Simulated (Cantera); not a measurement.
A closed system holds: 1 mol Ti(OiPr)4, 0.9 mol O2, at 1923 K and 0.250 bar.

Cantera equilibrium calculation (NASA polynomials, part measured and part estimated; ideal gas, pure solids and liquids). Candidate condensed phases: C, C6H6, C7H8, C8H18, H2O, Ti, TiC, TiO, TiO2, Ti2O3, Ti3O5, Ti4O7; 113 gas species. The feed counts by its element totals alone. TiC: taken at fixed stoichiometry. The numbers say what is thermodynamically allowed, not how fast it happens.

Base state: H2 0.705, CO 0.293, H 0.00158, C2H2 (acetylene) 0.000318, CH4 6.53e-5 (mole fractions); condensed: C(graphite) + TiC(s).

### Question
What changes in the equilibrium state with this change: pressure from 0.250 bar to 13.3 mbar?

### Answer
```json
[
 {"species": "H2", "before": "0.705", "after": "0.701"},
 {"species": "CO", "before": "0.293", "after": "0.292"},
 {"species": "H", "before": "0.00158", "after": "0.00683"},
 {"species": "CH4", "before": "6.53e-5", "after": "3.44e-6"},
 {"species": "C2H2 (acetylene)", "before": "0.000318", "after": "0.000316"},
 {"species": "C(graphite), mol", "before": "5.19", "after": "5.19"},
 {"species": "TiC(s), mol", "before": "1.00", "after": "1.00"}
]
```
